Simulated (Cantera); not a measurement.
An adiabatic, constant-pressure homogeneous reactor starts with 54.4 % H2, 11.8 % O2, 33.8 % N2, equivalence ratio 2.3, at 1723 K and 71000 Pa.

Model: the H2/O2 subset of GRI-Mech 3.0, which has no nitrogen chemistry, integrated in Cantera.

x: mole fraction; the columns are a selection and need not sum to one.

```json
[
 {"t (s)": "6.00e-6", "T (K)": "1725", "x H2": "0.540", "x O2": "0.116", "x OH": "0.000215", "x HO2": "1.85e-5", "x H2O": "0.00298", "x O": "[?]"},
 {"t (s)": "1.54e-5", "T (K)": "1987", "x H2": "0.243", "x O2": "0.00303", "x OH": "0.0150", "x HO2": "1.34e-6", "x H2O": "0.210", "x O": "[?]"},
 {"t (s)": "3.93e-5", "T (K)": "2267", "x H2": "0.267", "x O2": "0.00217", "x OH": "0.0176", "x HO2": "8.93e-7", "x H2O": "0.216", "x O": "[?]"},
 {"t (s)": "0.000101", "T (K)": "2565", "x H2": "0.291", "x O2": "0.00129", "x OH": "0.0177", "x HO2": "6.72e-7", "x H2O": "0.226", "x O": "[?]"},
 {"t (s)": "0.000258", "T (K)": "2796", "x H2": "0.308", "x O2": "0.000713", "x OH": "0.0156", "x HO2": "5.88e-7", "x H2O": "0.236", "x O": "[?]"},
 {"t (s)": "0.000660", "T (K)": "2852", "x H2": "0.312", "x O2": "0.000591", "x OH": "0.0147", "x HO2": "5.53e-7", "x H2O": "0.239", "x O": "0.00193"},
 {"t (s)": "0.00169", "T (K)": "2852", "x H2": "0.312", "x O2": "0.000589", "x OH": "0.0147", "x HO2": "5.52e-7", "x H2O": "0.239", "x O": "0.00193"},
 {"t (s)": "0.00433", "T (K)": "2852", "x H2": "0.312", "x O2": "0.000589", "x OH": "0.0147", "x HO2": "5.52e-7", "x H2O": "0.239", "x O": "0.00193"},
 {"t (s)": "0.0111", "T (K)": "2852", "x H2": "0.312", "x O2": "0.000589", "x OH": "0.0147", "x HO2": "5.52e-7", "x H2O": "0.239", "x O": "0.00193"},
 {"t (s)": "0.0284", "T (K)": "2852", "x H2": "0.312", "x O2": "0.000589", "x OH": "0.0147", "x HO2": "5.52e-7", "x H2O": "0.239", "x O": "0.00193"},
 {"t (s)": "0.0727", "T (K)": "2852", "x H2": "0.312", "x O2": "0.000589", "x OH": "0.0147", "x HO2": "5.52e-7", "x H2O": "0.239", "x O": "0.00193"},
 {"t (s)": "0.186", "T (K)": "2852", "x H2": "0.312", "x O2": "0.000589", "x OH": "0.0147", "x HO2": "5.52e-7", "x H2O": "0.239", "x O": "0.00193"},
 {"t (s)": "0.477", "T (K)": "2852", "x H2": "0.312", "x O2": "0.000589", "x OH": "0.0147", "x HO2": "5.52e-7", "x H2O": "0.239", "x O": "0.00193"},
 {"t (s)": "1.22", "T (K)": "2852", "x H2": "0.312", "x O2": "0.000589", "x OH": "0.0147", "x HO2": "5.52e-7", "x H2O": "0.239", "x O": "0.00193"},
 {"t (s)": "3.12", "T (K)": "2852", "x H2": "0.312", "x O2": "0.000589", "x OH": "0.0147", "x HO2": "5.52e-7", "x H2O": "0.239", "x O": "0.00193"},
 {"t (s)": "8.00", "T (K)": "2852", "x H2": "0.312", "x O2": "0.000589", "x OH": "0.0147", "x HO2": "5.52e-7", "x H2O": "0.239", "x O": "0.00193"}
]
```

**Question.** What belongs in the gaps?

**Answer.** 
- 6.00e-6, x O: 0.000192
- 1.54e-5, x O: 0.00814
- 3.93e-5, x O: 0.00639
- 0.000101, x O: 0.00406
- 0.000258, x O: 0.00231
